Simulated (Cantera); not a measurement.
# Pyrogenic steam for wet oxidation

An isothermal, constant-pressure homogeneous reactor starts with H2 : O2 : N2 = 0.97 : 1 : 11 (molar parts), equivalence ratio 0.48, at 925 K and 13300 Pa.

Cantera simulation using GRI-Mech 3.0 (53 species, 325 reactions); the numbers are that mechanism's predictions, not measurements. Radical loss at walls, strong at low pressure, is not modelled. Below about 950 K walls govern HO2 and H2O2 in real vessels. The temperature is held fixed by assumption; the heat of reaction is taken as removed at once.

| t (s) | x H2 | x O2 | x H2O2 | x NO | x N2O | x H | x H2O |
|---|---|---|---|---|---|---|---|
| 2.00e-5 | 0.0748 | 0.0771 | <1e-12 | <1e-12 | <1e-12 | 1.19e-12 | <1e-12 |
| 5.11e-5 | 0.0748 | 0.0771 | <1e-12 | <1e-12 | <1e-12 | 3.04e-12 | <1e-12 |
| 0.000130 | 0.0748 | 0.0771 | <1e-12 | <1e-12 | <1e-12 | 8.55e-12 | 2.30e-12 |
| 0.000333 | 0.0748 | 0.0771 | <1e-12 | <1e-12 | <1e-12 | 3.34e-11 | 2.39e-11 |
| 0.000850 | 0.0748 | 0.0771 | <1e-12 | <1e-12 | <1e-12 | 3.48e-10 | 4.52e-10 |
| 0.00217 | 0.0748 | 0.0771 | 1.72e-11 | <1e-12 | <1e-12 | 7.51e-8 | 1.11e-7 |
| 0.00554 | 0.0333 | 0.0590 | 3.29e-7 | 1.07e-7 | 1.31e-9 | 0.0129 | 0.0355 |
| 0.0141 | 0.00102 | 0.0417 | 4.75e-7 | 3.97e-7 | 5.94e-9 | 6.33e-5 | 0.0766 |
| 0.0361 | 0.000325 | 0.0414 | 3.37e-7 | 3.92e-7 | 6.90e-9 | 4.60e-6 | 0.0773 |
| 0.0922 | 0.000106 | 0.0413 | 2.35e-7 | 3.80e-7 | 7.48e-9 | 6.51e-7 | 0.0776 |
| 0.235 | 2.67e-5 | 0.0413 | 9.85e-8 | 3.60e-7 | 7.84e-9 | 8.23e-8 | 0.0777 |
| 0.601 | 4.23e-6 | 0.0413 | 2.68e-8 | 3.47e-7 | 8.01e-9 | 7.06e-9 | 0.0777 |
| 1.53 | 3.95e-7 | 0.0412 | 8.14e-9 | 3.56e-7 | 8.08e-9 | 3.91e-10 | 0.0777 |
| 3.92 | 2.36e-8 | 0.0412 | 2.48e-9 | 3.74e-7 | 8.11e-9 | 2.39e-11 | 0.0777 |
| 10.0 | 1.54e-9 | 0.0412 | 8.26e-10 | 3.87e-7 | 8.13e-9 | 2.95e-12 | 0.0777 |
x: mole fraction; the columns are a selection and need not sum to one.

Equilibrium at this temperature and pressure: H2 8.24e-12, O2 0.0412, H2O2 5.75e-12, NO 6.05e-6, N2O 2.09e-10, H <1e-12, H2O 0.0777 (gas phase only).
